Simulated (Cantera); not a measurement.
Input: 1 mol SiC, 1 mol O2, 530 mol H2, 1.4 mol CO2, at 1377 °C and 4.70e-6 bar.

Equilibrium computed with Cantera from the NASA thermochemical tables; the gas is ideal and each condensed phase is pure. Candidate condensed phases: C, C6H6, C7H8, C8H18, H2O, Si, SiC, SiO2; 123 gas species. Kinetics and transport are ignored.

Base state: H2 0.950, H 0.0408, CO 0.00440, H2O 0.00256, SiO 0.00184 (mole fractions); condensed: gas only.

**Question.** What changes in the equilibrium state with this change: pressure from 4.70e-6 bar to 0.00580 bar?

**Answer.** 
```
species   before    after
-------  -------  -------
H2         0.950    0.990
CO       0.00440  0.00449
H2O      0.00256  0.00262
H         0.0408  0.00119
SiO      0.00184  0.00187
```
